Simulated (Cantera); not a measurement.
Charge: 1 mol CH3Cl, 0.041 mol Si, 2.5 mol H2, equilibrated at 3173.15 K and 0.000250 bar.

Cantera equilibrium calculation (NASA polynomials, part measured and part estimated; ideal gas, pure solids and liquids). Candidate condensed phases: C, C6H6, C7H8, C8H18, Si, SiC; 109 gas species. Rates play no part.

Base state: H 0.804, Cl 0.101, C 0.0789, C2 0.00504, Si 0.00411, C3 0.00394, H2 0.00237, HCl 0.000441 (mole fractions); condensed: gas only.

### Question
What changes in the equilibrium state with this change: temperature from 3173.15 K to 3473.15 K?

### Answer
| species | before | after |
|---|---|---|
| H | 0.804 | 0.797 |
| Cl | 0.101 | 0.0997 |
| C | 0.0789 | 0.0974 |
| C2 | 0.00504 | 0.00104 |
| Si | 0.00411 | 0.00409 |
| SiC2 | 3.20e-5 | 7.34e-7 |
| C3 | 0.00394 | 9.20e-5 |
| C2H | 0.000118 | 4.85e-6 |
| H2 | 0.00237 | 0.000515 |

### Question
What changes in the equilibrium state with this change: pressure from 0.000250 bar to 0.133 bar?

### Answer
| species | before | after |
|---|---|---|
| H | 0.804 | 0.422 |
| H2 | 0.00237 | 0.348 |
| HCl | 0.000441 | 0.0884 |
| C2H2 (acetylene) | 1.60e-6 | 0.0348 |
| C | 0.0789 | 0.00180 |
| C3 | 0.00394 | 0.0133 |
| Cl | 0.101 | 0.0722 |
| SiC2 | 3.20e-5 | 0.00339 |
| C4H2 | <1e-9 | 0.00145 |
| C6H2 | <1e-9 | 6.45e-5 |
| SiCl2 | <1e-9 | 3.34e-5 |
| C2HCl | 8.00e-9 | 0.000238 |
| C(graphite), mol | 0 | 0.0760 |
The tables' values for SiCl, CCl are old estimates; treat these amounts as uncertain.

### Question
What changes in the equilibrium state with this change: H2 from 2.5 to 1.3 mol?

### Answer
| species | before | after |
|---|---|---|
| H | 0.804 | 0.747 |
| Cl | 0.101 | 0.134 |
| C | 0.0789 | 0.0967 |
| Si | 0.00411 | 0.00543 |
| SiC2 | 3.20e-5 | 6.35e-5 |
| C3 | 0.00394 | 0.00725 |
| C2 | 0.00504 | 0.00758 |
| C2H | 0.000118 | 0.000164 |
